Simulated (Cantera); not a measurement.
An isothermal, constant-pressure homogeneous reactor starts with CH4 : N2 = 1 : 67 (molar parts), at 1873 K and 1.70 bar.

Cantera simulation using GRI-Mech 3.0 (53 species, 325 reactions); the numbers are that mechanism's predictions, not measurements. GRI-Mech 3.0 stops at C3 and has no aromatics, soot or wall deposition, so with more carbon than oxygen in the feed, carbon stays in small species such as C2H2 where larger ones or solid carbon would form.

x: mole fraction; the columns are a selection and need not sum to one.

```csv
t (s),x CH4,x C2H4,x C2H6,x H2,x C2H,x HCN
1.00e-6,0.0147,1.45e-11,2.87e-11,9.44e-7,<1e-12,<1e-12
3.98e-6,0.0147,…,…,…,<1e-12,<1e-12
1.59e-5,0.0146,2.27e-7,1.78e-7,3.51e-5,<1e-12,2.54e-11
6.32e-5,0.0144,1.48e-5,5.65e-6,0.000172,5.12e-11,1.17e-9
0.000252,0.0125,0.000511,5.31e-5,0.00187,1.54e-8,1.05e-7
0.00100,0.00633,0.000449,1.77e-5,0.0115,1.64e-7,2.16e-6
0.00399,0.00221,3.77e-5,1.95e-6,0.0183,2.44e-7,7.18e-6
0.0159,0.000592,5.85e-6,1.42e-7,0.0208,2.75e-7,1.42e-5
0.0633,0.000146,3.87e-6,8.74e-9,0.0215,2.85e-7,2.13e-5
0.252,3.65e-5,3.80e-6,5.69e-10,0.0216,2.87e-7,2.87e-5
1.00,1.43e-5,3.80e-6,1.07e-10,0.0217,2.88e-7,3.80e-5
4.00,…,3.79e-6,9.36e-11,0.0217,2.87e-7,…
```

Task: Some entries are withheld; supply them.

Result: 
- 3.98e-6, x C2H4: 2.35e-9
- 3.98e-6, x C2H6: 2.82e-9
- 3.98e-6, x H2: 7.25e-6
- 4.00, x CH4: 1.31e-5
- 4.00, x HCN: 6.48e-5
